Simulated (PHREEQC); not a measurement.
HCl is added in steps, without added water, to 1 kg of water holding 0.15 mol/kgw NaHSO4 and 0.29 mol/kgw NaOH, at 25 °C. Oxygen is held at 0.21 atm. The system is closed to CO2. The run lets Halite precipitate or redissolve, and no other solid.

Base run: PHREEQC, ion-association model, phreeqc.dat. Each further column changes one thing. The table gives pH.

```
HCl added (mol)   base  0.0042 mol/kgw Ca(OH)2 added  0.002 mol/kgw H4SiO4 added  no solid may form
---------------  -----  ----------------------------  --------------------------  -----------------
0                12.95                         12.97                       12.94              12.95
0.02             12.88                         12.91                       12.87              12.88
0.05             12.75                             ?                       12.74              12.75
0.07             12.65                         12.69                       12.63              12.65
0.09             12.50                         12.56                       12.47              12.50
0.11             12.28                             ?                       12.24              12.28
0.14              7.21                         11.72                           ?               7.21
0.16              2.29                          2.54                        2.29               2.29
```

Task: Complete the blanks.

Result: 
- 0.05, 0.0042 mol/kgw Ca(OH)2 added: 12.79
- 0.11, 0.0042 mol/kgw Ca(OH)2 added: 12.38
- 0.14, 0.002 mol/kgw H4SiO4 added: 6.49

 Solids allowed in the column '0.0042 mol/kgw Ca(OH)2 added': Gypsum, Halite. Solids allowed in the column '0.002 mol/kgw H4SiO4 added': SiO2(a), Halite.
